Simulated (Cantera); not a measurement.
An isothermal, constant-pressure homogeneous reactor starts with 36.0 % H₂, 20.0 % O₂, 44.0 % N₂, equivalence ratio 0.90, at 850 K and 0.405 atm.

Cantera simulation using the H2/O2 subset of GRI-Mech 3.0, which has no nitrogen chemistry; the numbers are that mechanism's predictions, not measurements. Below about 950 K walls govern HO2 and H2O2 in real vessels. The temperature is held fixed by assumption; the heat of reaction is taken as removed at once.

Task: Predict: x(H₂) at 40.0 s; x(O₂) at 40.0 s; x(H₂O₂) at 40.0 s; x(O) at 40.0 s; x(H) at 40.0 s.

Result: 
- x(H₂) at 40.0 s: 0.145 (gas-phase equilibrium 2.03e-12)
- x(O₂) at 40.0 s: 0.0949 (gas-phase equilibrium 0.0244)
- x(H₂O₂) at 40.0 s: 0.000577 (gas-phase equilibrium 1.30e-11)
- x(O) at 40.0 s: 4.18e-9 (gas-phase equilibrium <1e-12)
- x(H) at 40.0 s: 4.28e-8 (gas-phase equilibrium <1e-12)
